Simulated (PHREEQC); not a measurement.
# Spent oxide etchant (model solution)

Consider water at 15 °C with 120 mmol/kgw HF, 1.7 mmol/kgw H2SiF6, 3.8 mmol/kgw HBF4 and 1.7 mmol/kgw HNO3. Closed to the air; pH follows from the charge balance.

Computed with PHREEQC (ion-association model, wateq4f.dat).

No solid was allowed to form.

### Question
What pH does the model give?

### Answer
pH 1.87.

### Question
In which forms is F present?

### Answer
HF 50 %, H2F2 27 %, BF4- 10 %, SiF6-2 7.0 %, F- 3.4 %, HF2- 1.7 % of the F.

Species that the database lacks are ignored. wateq4f.dat counts part of the HF as a dimer, H2F2, which phreeqc.dat doesn't know; its constant is uncertain. SiF6-2 is the database's only silicon fluoride. Real BF4- forms and hydrolyses slowly; the run takes it at equilibrium.
